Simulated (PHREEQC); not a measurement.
A PHREEQC speciation (ion-association model, phreeqc.dat) at 25 °C gives pH 1.71 and these molalities:

```
species  mol/kgw
-------  -------
H+        0.0232
SO4-2     0.0151
HSO4-     0.0148
Cu+2      0.0109
CuSO4    0.00607
```

Task: What are the element totals, and what could have been dissolved in 1 kg of water to give them?

Result: One answer among several that fit: totals Cu(2) 0.0170, S(6) 0.0360 mol/kgw, from 0.019 mol H2SO4 and 0.017 mol CuSO4 per kg of water.

Precipitation was switched off in this run. Species that the database lacks are ignored.
